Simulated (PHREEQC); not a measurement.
Dissolve 0.0051 mol HCl, 4.3e-05 mol ZnSO4 and 0.005 mol MnSO4 per kg of water at 75 °C. Closed to the air; pH follows from the charge balance.

Computed with PHREEQC (ion-association model, wateq4f.dat).

```csv
quantity,before,after
pH,2.51,2.33
ionic strength (mol/kgw),0.0173,0.00522
SO4-2 (mol/kgw),0.00228,1.89e-5
HSO4- (mol/kgw),0.00160,2.39e-5
```

**Question.** Name the change that produced these shifts.
A. ZnSO4 from 4.3e-05 to 4.73e-05 mol/kgw
B. MnSO4 replaced by CdSO4 at the same molality
C. MnSO4 left out
D. HCl replaced by ZnCl2 at the same molality
E. ZnSO4 replaced by MgSO4 at the same molality

**Answer.** C, MnSO4 left out

Precipitation was switched off in this run. Constants without temperature data keep their 25 °C values here.
